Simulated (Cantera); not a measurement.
Low-pressure radical oxidation in H2/O2

An isothermal, constant-pressure homogeneous reactor starts with H₂ : O₂ = 0.097 : 1 (molar parts), at 1000 K and 1330 Pa.

Model: the H2/O2 subset of GRI-Mech 3.0, which has no nitrogen chemistry, integrated in Cantera. Radical loss at walls, strong at low pressure, is not modelled. The temperature is held fixed by assumption; the heat of reaction is taken as removed at once.

```json
[
 {"t (s)": "2.00e-5", "x H₂": "0.0884", "x O₂": "0.912", "x HO₂": "1.57e-11", "x H": "1.47e-11", "x O": "1.05e-12"},
 {"t (s)": "5.79e-5", "x H₂": "0.0884", "x O₂": "0.912", "x HO₂": "4.54e-11", "x H": "3.97e-11", "x O": "7.99e-12"},
 {"t (s)": "0.000168", "x H₂": "0.0884", "x O₂": "0.912", "x HO₂": "1.32e-10", "x H": "1.15e-10", "x O": "5.78e-11"},
 {"t (s)": "0.000486", "x H₂": "0.0884", "x O₂": "0.912", "x HO₂": "3.91e-10", "x H": "5.93e-10", "x O": "5.24e-10"},
 {"t (s)": "0.00141", "x H₂": "0.0884", "x O₂": "0.912", "x HO₂": "1.77e-9", "x H": "2.76e-8", "x O": "2.79e-8"},
 {"t (s)": "0.00408", "x H₂": "0.0848", "x O₂": "0.909", "x HO₂": "5.44e-6", "x H": "0.00135", "x O": "0.00129"},
 {"t (s)": "0.0118", "x H₂": "0.00198", "x O₂": "0.884", "x HO₂": "9.65e-6", "x H": "0.0116", "x O": "0.0188"},
 {"t (s)": "0.0343", "x H₂": "0.000362", "x O₂": "0.903", "x HO₂": "6.63e-6", "x H": "0.000843", "x O": "0.00369"},
 {"t (s)": "0.0993", "x H₂": "3.92e-5", "x O₂": "0.907", "x HO₂": "2.42e-6", "x H": "2.89e-5", "x O": "0.000409"},
 {"t (s)": "0.288", "x H₂": "4.25e-6", "x O₂": "0.907", "x HO₂": "5.63e-7", "x H": "1.19e-6", "x O": "4.85e-5"},
 {"t (s)": "0.834", "x H₂": "5.88e-7", "x O₂": "0.907", "x HO₂": "1.20e-7", "x H": "7.68e-8", "x O": "7.80e-6"},
 {"t (s)": "2.42", "x H₂": "1.11e-7", "x O₂": "0.907", "x HO₂": "2.91e-8", "x H": "7.60e-9", "x O": "1.67e-6"},
 {"t (s)": "7.00", "x H₂": "2.65e-8", "x O₂": "0.907", "x HO₂": "8.08e-9", "x H": "1.00e-9", "x O": "4.33e-7"}
]
```
x: mole fraction; the columns are a selection and need not sum to one.

Equilibrium at this temperature and pressure: H₂ 7.40e-11, O₂ 0.907, HO₂ 9.12e-10, H <1e-12, O 1.31e-9 (gas phase only).
